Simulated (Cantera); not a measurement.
Feed: 1 mol Si2Cl6, 0.01 mol Cl2, 84 mol H2, equilibrated at 1075 K and 0.350 bar.

Cantera equilibrium calculation (NASA polynomials, part measured and part estimated; ideal gas, pure solids and liquids). Candidate condensed phases: Si; 19 gas species. The feed counts by its element totals alone. The tables' values for SiCl3 are old estimates; treat these amounts as uncertain. Kinetics and transport are ignored.

Question: What is the equilibrium state?

Answer: 
```json
{
 "x(H2)": "0.969",
 "x(HCl)": "0.0149",
 "x(SiCl4)": "0.00806",
 "x(SiHCl3)": "0.00652",
 "x(SiH2Cl2)": "0.000616",
 "x(SiCl3)": "0.000477",
 "x(SiCl2)": "0.000447",
 "x(SiH3Cl)": "1.53e-5",
 "n(Si(s))": "0.618 mol",
 "gas_amount": "85.69 mol"
}
```
